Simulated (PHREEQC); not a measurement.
Consider water at 25 °C with 12 mmol/kgw H2SO4, 40 mmol/kgw Li2SO4 and 50 mmol/kgw Fe2(SO4)3. It is in equilibrium with CO2 at log p = -1 (atm). Otherwise closed; pH follows from the charge balance.

All values are PHREEQC results (ion-association model, wateq4f.dat), not measurements.

```json
[
 {"quantity": "pH", "before": "2.19", "after": "2.06"},
 {"quantity": "ionic strength (mol/kgw)", "before": "0.240", "after": "0.121"},
 {"quantity": "Li+ (mol/kgw)", "before": "0.0744", "after": "0.0759"},
 {"quantity": "SO4-2 (mol/kgw)", "before": "0.0610", "after": "0.0346"},
 {"quantity": "HSO4- (mol/kgw)", "before": "0.0146", "after": "0.0134"},
 {"quantity": "LiSO4- (mol/kgw)", "before": "0.00556", "after": "0.00407"}
]
```

Which change was made?
A) Li2SO4 from 0.04 to 0.036 mol/kgw
B) Fe2(SO4)3 left out
C) temperature from 25 to 5 °C
D) Li2SO4 from 0.04 to 0.044 mol/kgw
E) diluted 5-fold with water

B, Fe2(SO4)3 left out

No solid was allowed to form. Some of these states are supersaturated (in Hematite (slow to form), Goethite (slow to form), for instance).
